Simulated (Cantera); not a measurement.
Charge: 1 mol SiO2, 37 mol HBr, 16 mol O2, held at 0.0190 bar.

Cantera equilibrium calculation (NASA polynomials, part measured and part estimated; ideal gas, pure solids and liquids). Candidate condensed phases: Br2, H2O, Si, SiO2; 28 gas species. The tables hold silica as quartz up to 1696 K and as liquid above; real silica turns to tridymite and cristobalite and melts near 1996 K. The numbers say what is thermodynamically allowed, not how fast it happens. All values below are at 1698 K.

Base state: Br 0.503, H2O 0.259, O2 0.135, HBr 0.0930, Br2 0.00833, OH 0.00139, O 0.000117, H2 0.000101 (mole fractions); condensed: SiO2(condensed).

**Question.** What changes in the equilibrium state with this change: pressure from 0.0190 bar to 0.0270 bar?

**Answer.** 
```
species                 before    after
--------------------  --------  -------
Br                       0.503    0.494
H2O                      0.259    0.258
O2                       0.135    0.137
HBr                     0.0930   0.0990
Br2                    0.00833   0.0114
H                      1.05e-5  8.04e-6
H2                    0.000101  8.34e-5
O                     0.000117  9.85e-5
SiO2(condensed), mol     1.000    1.000
```

**Question.** What changes in the equilibrium state with this change: O2 from 16 to 0.25 mol?

**Answer.** 
| species | before | after |
|---|---|---|
| HBr | 0.0930 | 0.760 |
| Br | 0.503 | 0.159 |
| H2 | 0.000101 | 0.0676 |
| H2O | 0.259 | 0.0125 |
| O2 | 0.135 | <1e-9 |
| SiO | 5.41e-9 | 7.52e-5 |
| O | 0.000117 | 8.39e-9 |
| OH | 0.00139 | 2.59e-6 |
| SiO2(condensed), mol | 1.000 | 0.997 |
